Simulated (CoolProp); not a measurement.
Vapour-liquid equilibrium of R22 (1) + n-pentane (2) at 222.2 K; x and y are mole fractions of (1).

Model: multi-fluid Helmholtz-energy mixture model, Kamei 1995 and Thol 2019; pair parameters Bell 2016, in CoolProp.

```csv
x,"bubble pressure, mixture model (MPa)","bubble pressure, Raoult's law (MPa)","y, mixture model","y, Raoult's law"
0.05,0.009632,0.004274,0.874,0.719
0.2,0.02906,0.01330,0.963,0.924
0.35,0.04035,0.02233,0.976,0.963
0.5,0.04617,0.03135,0.981,0.980
0.65,0.04965,0.04038,0.984,0.989
0.8,0.05324,0.04940,0.988,0.995
0.95,0.05883,0.05843,0.996,0.999
```

The largest gap from Raoult's law is +125.4 % in bubble pressure, at x = 0.05. No azeotrope shows between x = 0.05 and 0.95.

Pair parameters are fitted to limited data, so mixtures are less certain than the pure fluids. With so large a gap from Raoult's law the liquid may split in two, which this calculation doesn't test in full.
